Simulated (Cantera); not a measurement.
An isothermal, constant-pressure homogeneous reactor starts with 0.852 % H2, 99.1 % O2, equivalence ratio 0.0043, at 1350 K and 1.80 Torr.

Detailed kinetics in Cantera: GRI-Mech 3.0 (53 species, 325 reactions). Radical loss at walls, strong at low pressure, is not modelled.

One state of this run: x H2 = 2.23e-5; x O2 = 0.985; x O = 0.00567; x OH = 0.000887; x H2O2 = 1.78e-9; x HO2 = 6.70e-8; x H = 0.000152. x: mole fraction; the columns are a selection and need not sum to one.

Q: Which value of t (s) does it belong to?
(A) 0.147
(B) 4.00
(C) 0.336
(D) 0.768

A: B, 4.00
